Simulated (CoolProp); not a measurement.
Vapour-liquid equilibrium of neopentane (1) + n-pentane (2) at 8.27 bar; x and y are mole fractions of (1).

Model: multi-fluid Helmholtz-energy mixture model, Lemmon 2006 and Thol 2019; pair parameters Bell 2016, in CoolProp.

Problem. Give the bubble temperature and the first vapour's composition at x = 0.05, 0.5, 0.8. Is there an azeotrope?

Solution. x = 0.05: 386.8 K, y = 0.078; x = 0.5: 371.8 K, y = 0.622; x = 0.8: 363.4 K, y = 0.869. No azeotrope shows between x = 0.05 and 0.95.

The pair parameters rest on a limited set of measurements; away from them the model extrapolates.
